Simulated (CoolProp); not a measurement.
The fluid at 293.15 K and 8.18 MPa is throttled through a valve to 4.68 MPa with no heat exchange. The same conditions are run with several fluids, on thermodynamics alone (safety and materials aside).

Values from CoolProp's reference Helmholtz-energy equation of state of each fluid (propylene: Lemmon 2013; propylene glycol: Eisenbach 2021; R227EA: Lemmon 2016; cyclopentane: Gedanitz 2015; n-perfluorobutane: Gao 2022).

```tsv
fluid	temperature change (K)	final density (kg/m³)
propylene	+0.5	524
propylene glycol	+1.1	1040
R227EA	+0.6	1430
cyclopentane	+1.7	748
n-perfluorobutane	+0.7	1540
```
